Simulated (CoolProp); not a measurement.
R236FA along the isotherm 400 K: density (kg/m³) from the reference equation and from simpler models built on Tc = 398.1 K, pc = 31.91 bar, ω = 0.377; each cubic takes its own stable root.

Values from CoolProp's reference Helmholtz-energy equation of state, Pan 2012.

```tsv
p (bar)	phase	reference
3.99	gas	19.08
7.98	gas	40.12
12	gas	63.90
16	gas	91.06
19.9	gas	122.5
23.9	gas	162.9
27.9	gas	220.2
31.9	gas	339.5
35.9	supercritical	784.5
39.9	supercritical	845.9
43.9	supercritical	881.3
47.9	supercritical	907.1
```

Task: How far does each simpler model (ideal gas, Soave-Redlich-Kwong, Peng-Robinson) lie from the reference over these 12 states: mean and median of the absolute difference, and the worst?

Result: 
- ideal gas: mean 43.0 %, median 37.5 %, worst -79.1 % at 400 K and 35.9 bar
- Soave-Redlich-Kwong: mean 7.7 %, median 2.3 %, worst -22.3 % at 400 K and 35.9 bar
- Peng-Robinson: mean 4.7 %, median 1.8 %, worst -14.7 % at 400 K and 35.9 bar
